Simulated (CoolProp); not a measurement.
Vapour-liquid equilibrium of dimethyl ether (1) + n-pentane (2) at 2.96 bar; x and y are mole fractions of (1).

Values from CoolProp's multi-fluid Helmholtz-energy mixture model, Wu 2011 and Thol 2019; pair parameters Bell 2016.

```tsv
x	bubble temperature, mixture model (K)	bubble temperature, Raoult's law (K)	y, mixture model	y, Raoult's law
0.05	338.9	335.7	0.179	0.259
0.125	328.6	324.9	0.431	0.504
0.2	318.1	316.4	0.626	0.653
0.275	308.5	309.4	0.755	0.750
0.35	300.7	303.7	0.835	0.816
0.425	294.6	298.8	0.883	0.864
0.5	290.1	294.6	0.914	0.899
0.575	286.7	290.9	0.933	0.926
0.65	284.2	287.7	0.947	0.946
0.725	282.3	284.7	0.958	0.962
0.8	[?]	282.1	[?]	0.976
0.875	[?]	279.7	0.977	0.986
0.95	277.3	277.5	[?]	0.995
```

Problem. Some entries are withheld; supply them.

Solution. 
- 0.8, bubble temperature, mixture model (K): 280.6
- 0.8, y, mixture model: 0.967
- 0.875, bubble temperature, mixture model (K): 279.0
- 0.95, y, mixture model: 0.990

The largest gap from Raoult's law is -4.5 K in bubble temperature, at x = 0.5. No azeotrope shows between x = 0.05 and 0.95.

Pair parameters are fitted to limited data, so mixtures are less certain than the pure fluids. The gap from Raoult's law changes sign with composition, which may be real or a fault of the pair parameters; it wasn't checked against measurements.
